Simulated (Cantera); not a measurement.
A closed system holds: 1 mol CaO, 14 mol F2, 9.1 mol N2, at 3.70 Pa.

These are equilibrium values from Cantera (NASA tables, ideal gas, pure condensed phases), not measurements of a reactor. Candidate condensed phases: Ca, CaF2, CaO; 22 gas species. Equilibrium is a limit: real reactors are often held back by kinetics, nucleation or transport.

Problem. At 1350 °C, list the 6 most abundant gas species with their mole fractions, and the condensed phases.

Solution. F 0.710, N2 0.248, CaF2 0.0273, O2 0.0133, O 0.000361, NO 0.000302. Condensed: gas only.
